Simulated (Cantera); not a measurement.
Cantera with NASA thermochemical tables; ideal gases at 1 bar, condensed phases pure. Values are per mole of reaction as written; species without (g) are pure solids or liquids, kept so even where they would boil at 1 bar. ZrN: taken at fixed stoichiometry.

NO₂(g) + 7 ZrN + 12 H₂O(g) = 8 NH₃(g) + 7 ZrO₂(g), with ΔH° = 3053.4 kJ and ΔS° = 679.1 J/K at 300 K.

**Question.** How far is the shortcut ΔG° ≈ ΔH°(300 K) − T·ΔS°(300 K) from the full temperature-dependent value at 800, 900, 1000, 1100, 1200, 1300, 1400, 1500 K?

**Answer.** 
```
T (K)  shortcut (kJ)  full (kJ)  difference (kJ)  difference in log10 K
-----  -------------  ---------  ---------------  ---------------------
800           2510.1     2539.7            -29.6                   1.93
900           2442.2     2481.9            -39.7                   2.30
1000          2374.3     2424.8            -50.5                   2.64
1100          2306.4     2368.5            -62.1                   2.95
1200          2238.5     2312.9            -74.4                   3.24
1300          2170.6     2258.0            -87.4                   3.51
1400          2102.7     2203.7           -101.0                   3.77
1500          2034.8     2150.1           -115.3                   4.02
```
The shortcut ignores the heat-capacity change of the reaction.
